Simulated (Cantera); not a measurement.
Moist CO burnout

An isothermal, constant-pressure homogeneous reactor starts with 0.109 % CO, 0.603 % O2, 0.386 % H2O, 98.9 % N2, at 1400 K and 10000 Pa.

Model: GRI-Mech 3.0 (53 species, 325 reactions), integrated in Cantera.

```csv
t (s),x CO,x O2,x H2O,x NO,x CO2,x H2,x NO2
4.00e-5,0.00109,0.00603,0.00386,<1e-12,1.95e-11,<1e-12,<1e-12
9.65e-5,0.00109,0.00603,0.00386,<1e-12,4.71e-11,<1e-12,<1e-12
0.000233,0.00109,0.00603,0.00386,<1e-12,1.14e-10,<1e-12,<1e-12
0.000561,0.00109,0.00603,0.00386,<1e-12,2.79e-10,<1e-12,<1e-12
0.00135,0.00109,0.00603,0.00386,<1e-12,7.03e-10,2.42e-12,<1e-12
0.00326,0.00109,0.00603,0.00386,<1e-12,2.01e-9,3.02e-11,<1e-12
0.00787,0.00109,0.00603,0.00386,<1e-12,8.94e-9,4.09e-10,<1e-12
0.0190,0.00109,0.00603,0.00386,<1e-12,1.33e-7,1.03e-8,<1e-12
0.0458,0.00105,0.00600,0.00384,3.10e-11,4.09e-5,3.75e-6,<1e-12
0.110,0.000158,0.00548,0.00361,4.33e-8,0.000930,8.75e-5,2.38e-12
0.266,3.05e-5,0.00545,0.00374,1.51e-7,0.00106,4.24e-5,1.34e-11
0.642,8.22e-6,0.00547,0.00382,2.03e-7,0.00108,1.13e-5,4.15e-11
1.55,1.80e-6,0.00548,0.00384,2.26e-7,0.00109,2.53e-6,8.88e-11
3.73,4.46e-7,0.00549,0.00385,2.35e-7,0.00109,6.57e-7,1.12e-10
9.00,1.41e-7,0.00549,0.00386,2.39e-7,0.00109,2.18e-7,1.02e-10
```
x: mole fraction; the columns are a selection and need not sum to one.

Equilibrium at this temperature and pressure: CO 4.61e-8, O2 0.00543, H2O 0.00386, NO 0.000131, CO2 0.00109, H2 7.53e-8, NO2 4.94e-8 (gas phase only).
